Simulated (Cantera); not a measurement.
**Catalytic stagnation flow on Pt**

A jet of 1.72 % H2, 18.2 % O2, 80.0 % N2 at 300 K and 2300 Pa hits a platinum plate 6.2 cm away at a mass flux of 0.05 kg/m²/s; the plate temperature is set and raised in steps from an oxygen-covered start.

Computed with Cantera and Deutschmann's 1995 Pt surface mechanism with GRI-Mech 3.0 gas chemistry. Catalytic surfaces can have several steady states; this one follows from the mechanism file's or the stated starting coverage.

```json
[
 {"plate T (K)": "700", "wall x H2": "0.00441", "wall x O2": "0.169", "wall x H2O": "0.0246", "wall x OH": "<1e-8", "θ free Pt": "0.0601", "θ O*": "0.939", "θ OH*": "0.00114"},
 {"plate T (K)": "750", "wall x H2": "0.00349", "wall x O2": "0.168", "wall x H2O": "0.0262", "wall x OH": "<1e-8", "θ free Pt": "0.0846", "θ O*": "0.914", "θ OH*": "0.000994"},
 {"plate T (K)": "800", "wall x H2": "0.00256", "wall x O2": "0.167", "wall x H2O": "0.0278", "wall x OH": "<1e-8", "θ free Pt": "0.128", "θ O*": "0.871", "θ OH*": "0.000919"},
 {"plate T (K)": "850", "wall x H2": "0.00191", "wall x O2": "0.166", "wall x H2O": "0.0289", "wall x OH": "2.00e-8", "θ free Pt": "0.185", "θ O*": "0.814", "θ OH*": "0.000843"},
 {"plate T (K)": "900", "wall x H2": "0.00150", "wall x O2": "0.166", "wall x H2O": "0.0295", "wall x OH": "6.32e-8", "θ free Pt": "0.250", "θ O*": "0.749", "θ OH*": "0.000757"}
]
```
x: mole fraction at the wall; θ: surface coverage.
